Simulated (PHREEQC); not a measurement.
Solution (25 °C): 31 mmol/kgw NH3 and 37 mmol/kgw NaAlO2. Closed to the air; pH follows from the charge balance.

Computed with PHREEQC (ion-association model, wateq4f.dat).

No solid was allowed to form.

Task: What pH, ionic strength does the model give?

Result: pH 10.86; ionic strength 0.0379 mol/kgw.

Task: In which forms is N present?

Result: NH3 97 %, NH4+ 2.8 % of the N.

Saturation is exceeded, for instance for Boehmite (slow to form), Gibbsite (slow to form); the values hold only as long as no solid forms. Species that the database lacks are ignored.
